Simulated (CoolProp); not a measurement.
Properties of cyclopentane along the isobar 24.1 MPa.

Values from CoolProp's reference Helmholtz-energy equation of state, Gedanitz 2015.

```
T (K)          phase  cp (kJ/(kg K))  speed of sound (m/s)  expansivity (1/kK)  conductivity (mW/(m K))
-----  -------------  --------------  --------------------  ------------------  -----------------------
355.2         liquid           2.032                  1114               1.247                      119
370.2         liquid           2.104                  1058               1.290                      115
385.2         liquid           2.175                  1004               1.335                      111
400.2         liquid           2.246                 952.9               1.383                      107
415.2         liquid           2.316                 903.6               1.433                      104
430.1         liquid           2.384                 856.9               1.486                      101
445.1         liquid           2.452                 812.1               1.541                     97.5
460.1         liquid           2.518                 769.3               1.599                     94.8
475.1         liquid           2.584                 728.7               1.659                     92.3
490.1         liquid           2.648                 690.0               1.723                     90.1
505.1         liquid           2.711                 653.3               1.790                     88.2
520    supercritical           2.773                 618.7               1.862                     86.7
535    supercritical           2.835                 585.7               1.938                     85.4
550    supercritical           2.896                 554.6               2.019                     84.5
```

Thermal conductivity comes from a separate model (Vassiliou 2015).
